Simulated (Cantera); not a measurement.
Input: 1 mol TEOS, 2 mol NO, 37 mol H2, at 823.15 K and 24.0 Pa.

Equilibrium computed with Cantera from the NASA thermochemical tables; the gas is ideal and each condensed phase is pure. Candidate condensed phases: C, C6H6, C7H8, C8H18, H2O, Si, SiC, SiO2, Si2N2O, Si3N4; 151 gas species. The feed counts by its element totals alone. The numbers say what is thermodynamically allowed, not how fast it happens.

What is the equilibrium state?


* **x(H2)**: 0.904
* **x(CO)**: 0.0766
* **x(N2)**: 0.0192
* **x(H2O)**: 0.000219
* **x(CH4)**: 0.000182
* **x(CO2)**: 6.71e-5
* **n(C(graphite))**: 4.01 mol
* **n(SiO2(α-quartz))**: 1.00 mol
* **gas amount**: 51.98 mol
* **log10 activity of Si(s) (absent)**: -15.41
